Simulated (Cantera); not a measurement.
Mixture: CH4 : O2 : N2 = 1 : 2.99 : 11.2 (molar parts), equivalence ratio 0.67, at 34.5 atm, adiabatic and at constant pressure. Ignition delay is the time to a rise of 400 K.

Cantera simulation using GRI-Mech 3.0 (53 species, 325 reactions); the numbers are that mechanism's predictions, not measurements. The pressure lies above the range GRI-Mech 3.0 was tuned for (to about 10 atm).

### Question
What does this change do: CH4 1 to 0.45 parts?

### Answer
```tsv
quantity	before	after
delay at 1175 K	1.46 ms	1.44 ms
delay at 1275 K	0.446 ms	0.428 ms
delay at 1375 K	0.160 ms	0.151 ms
delay at 1475 K	64.6 µs	61.0 µs
delay at 1575 K	28.3 µs	27.3 µs
apparent activation energy between 1475 and 1575 K	160 kJ/mol	160 kJ/mol
```

### Question
What does this change do: CH4 1 to 0.44 parts?

### Answer
```json
[
 {"quantity": "delay at 1175 K", "before": "1.46 ms", "after": "1.45 ms"},
 {"quantity": "delay at 1275 K", "before": "0.446 ms", "after": "0.429 ms"},
 {"quantity": "delay at 1375 K", "before": "0.160 ms", "after": "0.152 ms"},
 {"quantity": "delay at 1475 K", "before": "64.6 µs", "after": "61.2 µs"},
 {"quantity": "delay at 1575 K", "before": "28.3 µs", "after": "27.4 µs"},
 {"quantity": "apparent activation energy between 1475 and 1575 K", "before": "160 kJ/mol", "after": "160 kJ/mol"}
]
```
